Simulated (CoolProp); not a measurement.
Vapour-liquid equilibrium of R143a (1) + isobutene (2) at -76.95 °C; x and y are mole fractions of (1).

Model: multi-fluid Helmholtz-energy mixture model, Lemmon and Jacobsen 2000 and Lemmon 2005; pair parameters Bell 2016, in CoolProp.

### Question
Give the bubble pressure and the first vapour's composition at x = 0.05, 0.35, 0.725. Is there an azeotrope?

### Answer
x = 0.05: 0.005928 MPa, y = 0.671; x = 0.35: 0.01429 MPa, y = 0.885; x = 0.725: 0.01679 MPa, y = 0.924. No azeotrope shows between x = 0.05 and 0.95.

The pair parameters rest on a limited set of measurements; away from them the model extrapolates. With so large a gap from Raoult's law the liquid may split in two, which this calculation doesn't test in full.
